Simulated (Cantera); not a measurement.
**NO annealing gas**

An isothermal, constant-pressure homogeneous reactor starts with NO : N₂ = 1 : 3.9 (molar parts), at 2200 K and 64.5 Torr.

Model: GRI-Mech 3.0 (53 species, 325 reactions), integrated in Cantera.

| t (s) | x NO | x N₂O | x O₂ | x N₂ | x O |
|---|---|---|---|---|---|
| 4.00e-5 | 0.204 | 6.15e-7 | 8.05e-10 | 0.796 | 6.31e-7 |
| 9.57e-5 | 0.204 | 1.44e-6 | 4.68e-9 | 0.796 | 1.53e-6 |
| 0.000229 | 0.204 | 3.29e-6 | 2.73e-8 | 0.796 | 3.81e-6 |
| 0.000547 | 0.204 | 7.07e-6 | 1.66e-7 | 0.796 | 9.86e-6 |
| 0.00131 | 0.204 | 1.33e-5 | 1.06e-6 | 0.796 | 2.70e-5 |
| 0.00313 | 0.204 | 1.95e-5 | 7.21e-6 | 0.796 | 7.59e-5 |
| 0.00748 | 0.204 | 2.13e-5 | 4.88e-5 | 0.796 | 0.000199 |
| 0.0179 | 0.203 | 2.04e-5 | 0.000300 | 0.796 | 0.000439 |
| 0.0428 | 0.200 | 1.90e-5 | 0.00147 | 0.797 | 0.000713 |
| 0.102 | 0.193 | 1.70e-5 | 0.00520 | 0.801 | 0.000936 |
| 0.245 | 0.171 | 1.27e-5 | 0.0157 | 0.812 | 0.00132 |
| 0.585 | 0.118 | 5.55e-6 | 0.0421 | 0.838 | 0.00197 |
| 1.40 | 0.0414 | 7.39e-7 | 0.0799 | 0.876 | 0.00263 |
| 3.35 | 0.0111 | 1.72e-7 | 0.0949 | 0.891 | 0.00286 |
| 8.00 | 0.00912 | 1.58e-7 | 0.0959 | 0.892 | 0.00287 |
x: mole fraction; the columns are a selection and need not sum to one.

Equilibrium at this temperature and pressure: NO 0.00911, N₂O 1.58e-7, O₂ 0.0959, N₂ 0.892, O 0.00287 (gas phase only).
